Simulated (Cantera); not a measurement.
A closed system holds: 1 mol SiH4, 1.4 mol NH3, held at 1825 °C and 19.0 Pa.

Method: chemical equilibrium by Gibbs-energy minimisation in Cantera with the NASA 1993 tables (ideal gas, pure condensed phases). Candidate condensed phases: Si, Si3N4; 18 gas species. The tables' values for SiN are old estimates; treat these amounts as uncertain. Gases not in the tables: Si2H6 and higher silanes. The numbers say what is thermodynamically allowed, not how fast it happens.

Base state: H2 0.564, H 0.168, Si 0.156, N2 0.111, SiH 0.000880, Si2 0.000459, SiN 0.000149, Si2N 4.07e-5 (mole fractions); condensed: gas only.

Problem. What changes in the equilibrium state with this change: temperature from 1825 °C to 1702 °C?

Solution. 
| species | before | after |
|---|---|---|
| H2 | 0.564 | 0.641 |
| Si | 0.156 | 0.160 |
| N2 | 0.111 | 0.116 |
| H | 0.168 | 0.0795 |
| Si3 | 2.13e-5 | 0.000301 |
| Si2N | 4.07e-5 | 0.000263 |
| Si2 | 0.000459 | 0.00147 |
| SiH2 | 2.31e-5 | 5.55e-5 |
| SiH | 0.000880 | 0.00127 |
